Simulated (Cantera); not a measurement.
A closed system holds: 1 mol Si, 13 mol H2O, 13 mol CO, equilibrated at 11300 Torr.

Cantera equilibrium calculation (NASA polynomials, part measured and part estimated; ideal gas, pure solids and liquids). Candidate condensed phases: C, C6H6, C7H8, C8H18, H2O, Si, SiC, SiO2; 123 gas species. Kinetics and transport are ignored. All values below are at 925 K.

Base state: CO2 0.371, H2O 0.308, H2 0.152, CO 0.0907, CH4 0.0788 (mole fractions); condensed: C(graphite) + SiO2(β-quartz).

### Question
What changes in the equilibrium state with this change: H2O from 13 to 0.1 mol?

### Answer
| species | before | after |
|---|---|---|
| CO2 | 0.371 | 0.846 |
| CO | 0.0907 | 0.137 |
| H2O | 0.308 | 0.0124 |
| H2 | 0.152 | 0.00407 |
| CH4 | 0.0788 | 5.63e-5 |
| C(graphite), mol | 1.62 | 7.07 |
| SiO2(β-quartz), mol | 1.00 | 1.00 |
